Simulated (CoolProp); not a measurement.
Vapour-liquid equilibrium of hydrogen sulfide (1) + benzene (2) at 344.2 K; x and y are mole fractions of (1).

Model: multi-fluid Helmholtz-energy mixture model, Lemmon 2006 and Thol 2012; pair parameters Bell 2016, in CoolProp.

Task: Give the bubble pressure and the first vapour's composition at x = 0.75, 0.85, 0.95. Is there an azeotrope?

Result: x = 0.75: 3.602 MPa, y = 0.987; x = 0.85: 4.237 MPa, y = 0.992; x = 0.95: 4.959 MPa, y = 0.997. No azeotrope shows between x = 0.05 and 0.95.

Pair parameters are fitted to limited data, so mixtures are less certain than the pure fluids.
